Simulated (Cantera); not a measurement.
**Adiabatic ignition**

An adiabatic, constant-pressure homogeneous reactor starts with H2 : O2 : N2 = 1 : 0.633 : 2.38 (molar parts), at 1023 K and 0.240 bar.

Detailed kinetics in Cantera: the H2/O2 subset of GRI-Mech 3.0, which has no nitrogen chemistry.

```tsv
t (s)	T (K)	x H2	x O2	x H	x H2O	x H2O2	x OH	x O
3.00e-6	1023	0.249	0.158	3.74e-11	<1e-12	<1e-12	<1e-12	1.24e-12
7.32e-6	1023	0.249	0.158	9.33e-11	8.55e-12	<1e-12	2.90e-12	6.04e-12
1.79e-5	1023	0.249	0.158	2.62e-10	7.53e-11	<1e-12	1.04e-11	2.62e-11
4.36e-5	1023	0.249	0.158	1.05e-9	7.34e-10	<1e-12	4.68e-11	1.26e-10
0.000107	1023	0.249	0.158	1.14e-8	1.35e-8	7.15e-12	5.29e-10	1.46e-9
0.000260	1023	0.249	0.158	2.39e-6	3.15e-6	8.23e-10	1.11e-7	3.06e-7
0.000635	1645	0.0369	0.0546	0.0715	0.179	6.63e-7	0.0155	0.0247
0.00155	2274	0.0273	0.0425	0.0197	0.223	9.56e-8	0.0250	0.0124
0.00378	2493	0.0174	0.0386	0.00781	0.245	1.53e-7	0.0226	0.00667
0.00923	2512	0.0164	0.0383	0.00697	0.247	1.72e-7	0.0221	0.00617
0.0225	2512	0.0164	0.0383	0.00697	0.247	1.72e-7	0.0221	0.00617
0.0550	2512	0.0164	0.0383	0.00697	0.247	1.72e-7	0.0221	0.00617
0.134	2512	0.0164	0.0383	0.00697	0.247	1.72e-7	0.0221	0.00617
0.328	2512	0.0164	0.0383	0.00697	0.247	1.72e-7	0.0221	0.00617
0.800	2512	0.0164	0.0383	0.00697	0.247	1.72e-7	0.0221	0.00617
```
x: mole fraction; the columns are a selection and need not sum to one.

```json
{
  "time_of_steepest_temperature_rise": "0.547 ms",
  "temperature at 0.800 s": "2512 K",
  "equilibrium_temperature": "2512 K",
  "x(H2) at 0.800 s": "0.0164 (gas-phase equilibrium 0.0164)",
  "x(O2) at 0.800 s": "0.0383 (gas-phase equilibrium 0.0383)",
  "x(H) at 0.800 s": "0.00697 (gas-phase equilibrium 0.00697)"
}
```
